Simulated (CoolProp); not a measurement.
Properties of normal hydrogen at several states (Tc = 33.1 K, pc = 12.96 bar, ω = -0.219).

Computed with CoolProp (reference Helmholtz-energy equation of state, Leachman 2009).

```json
[
 {"T (K)": "596", "p (bar)": "27", "phase": "supercritical", "speed of sound (m/s)": "1869", "Prandtl number": "0.677"},
 {"T (K)": "670.6", "p (bar)": "8.99", "phase": "gas", "speed of sound (m/s)": "1969", "Prandtl number": "0.679"},
 {"T (K)": "924.7", "p (bar)": "0.379", "phase": "gas", "speed of sound (m/s)": "2297", "Prandtl number": "0.676"},
 {"T (K)": "148.6", "p (bar)": "0.103", "phase": "gas", "speed of sound (m/s)": "955.4", "Prandtl number": "0.688"},
 {"T (K)": "414", "p (bar)": "1.72", "phase": "gas", "speed of sound (m/s)": "1546", "Prandtl number": "0.683"},
 {"T (K)": "787.9", "p (bar)": "0.386", "phase": "gas", "speed of sound (m/s)": "2126", "Prandtl number": "0.679"}
]
```

Viscosity comes from a separate model (Muzny 2013). Thermal conductivity comes from a separate model (Assael 2011).
